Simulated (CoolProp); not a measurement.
Ethanol along the isotherm 416.6 K: fugacity coefficient from the reference equation and from simpler models built on Tc = 514.7 K, pc = 6.268 MPa, ω = 0.644; each cubic takes its own stable root.

Computed with CoolProp (reference Helmholtz-energy equation of state, Schroeder 2014).

```json
[
 {"p (MPa)": "0.0496", "phase": "gas", "reference": "0.9934", "van der Waals": "0.9961", "Redlich-Kwong": "0.9951", "Soave-Redlich-Kwong": "0.9941", "Peng-Robinson": "0.9938"},
 {"p (MPa)": "0.0772", "phase": "gas", "reference": "0.9897", "van der Waals": "0.9940", "Redlich-Kwong": "0.9924", "Soave-Redlich-Kwong": "0.9908", "Peng-Robinson": "0.9903"},
 {"p (MPa)": "0.12", "phase": "gas", "reference": "0.9840", "van der Waals": "0.9906", "Redlich-Kwong": "0.9882", "Soave-Redlich-Kwong": "0.9858", "Peng-Robinson": "0.9849"},
 {"p (MPa)": "0.187", "phase": "gas", "reference": "0.9750", "van der Waals": "0.9854", "Redlich-Kwong": "0.9816", "Soave-Redlich-Kwong": "0.9778", "Peng-Robinson": "0.9765"},
 {"p (MPa)": "0.291", "phase": "gas", "reference": "0.9611", "van der Waals": "0.9773", "Redlich-Kwong": "0.9714", "Soave-Redlich-Kwong": "0.9655", "Peng-Robinson": "0.9636"},
 {"p (MPa)": "0.454", "phase": "gas", "reference": "0.9393", "van der Waals": "0.9646", "Redlich-Kwong": "0.9554", "Soave-Redlich-Kwong": "0.9463", "Peng-Robinson": "0.9433"},
 {"p (MPa)": "0.706", "phase": "gas", "reference": "0.9054", "van der Waals": "0.9450", "Redlich-Kwong": "0.9308", "Soave-Redlich-Kwong": "0.9166", "Peng-Robinson": "0.9121"},
 {"p (MPa)": "1.1", "phase": "liquid", "reference": "0.6738", "van der Waals": "0.9142", "Redlich-Kwong": "0.8925", "Soave-Redlich-Kwong": "0.6881", "Peng-Robinson": "0.6824"},
 {"p (MPa)": "1.71", "phase": "liquid", "reference": "0.4388", "van der Waals": "0.8665", "Redlich-Kwong": "0.8198", "Soave-Redlich-Kwong": "0.4493", "Peng-Robinson": "0.4448"},
 {"p (MPa)": "2.67", "phase": "liquid", "reference": "0.2865", "van der Waals": "0.7640", "Redlich-Kwong": "0.5390", "Soave-Redlich-Kwong": "0.2946", "Peng-Robinson": "0.2908"},
 {"p (MPa)": "4.15", "phase": "liquid", "reference": "0.1898", "van der Waals": "0.5201", "Redlich-Kwong": "0.3609", "Soave-Redlich-Kwong": "0.1964", "Peng-Robinson": "0.1931"},
 {"p (MPa)": "6.46", "phase": "liquid", "reference": "0.1277", "van der Waals": "0.3641", "Redlich-Kwong": "0.2466", "Soave-Redlich-Kwong": "0.1334", "Peng-Robinson": "0.1303"},
 {"p (MPa)": "10.1", "phase": "liquid", "reference": "0.08773", "van der Waals": "0.2657", "Redlich-Kwong": "0.1734", "Soave-Redlich-Kwong": "0.09309", "Peng-Robinson": "0.09003"},
 {"p (MPa)": "15.7", "phase": "liquid", "reference": "0.06293", "van der Waals": "0.2079", "Redlich-Kwong": "0.1286", "Soave-Redlich-Kwong": "0.06832", "Peng-Robinson": "0.06510"}
]
```

At some of these states van der Waals, Redlich-Kwong gives the other phase, because its saturation line lies elsewhere.
